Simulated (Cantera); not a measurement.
## Gas-phase reforming

An isothermal, constant-pressure homogeneous reactor starts with CH4 : H2O : H2 : N2 = 1 : 1.3 : 1.2 : 0.069 (molar parts), at 1675 K and 9.87 atm.

Cantera simulation using GRI-Mech 3.0 (53 species, 325 reactions); the numbers are that mechanism's predictions, not measurements.

```csv
t (s),x CH4,x H2O,x H2,x C2H,x HCO,x CH2O
8.00e-5,0.278,0.364,0.338,1.00e-11,8.74e-10,3.27e-6
0.000360,0.269,0.362,0.344,3.03e-10,1.12e-9,4.02e-6
0.00162,0.238,0.353,0.373,2.75e-9,1.05e-9,3.40e-6
0.00727,0.164,0.331,0.440,8.71e-9,1.17e-9,2.19e-6
0.0327,0.118,0.302,0.493,1.13e-8,3.24e-9,1.45e-6
0.147,0.108,0.248,0.540,7.15e-9,1.06e-8,1.02e-6
0.660,0.0794,0.164,0.621,2.41e-9,2.47e-8,6.15e-7
2.97,0.0387,0.0961,0.698,3.86e-10,3.85e-8,5.13e-7
13.3,0.00922,0.0602,0.744,1.76e-11,4.64e-8,5.45e-7
60.0,0.000262,0.0506,0.757,<1e-12,4.87e-8,5.64e-7
```
x: mole fraction; the columns are a selection and need not sum to one.

Equilibrium at this temperature and pressure: CH4 9.94e-5, H2O 0.0504, H2 0.758, C2H <1e-12, HCO 4.87e-8, CH2O 5.64e-7 (gas phase only).
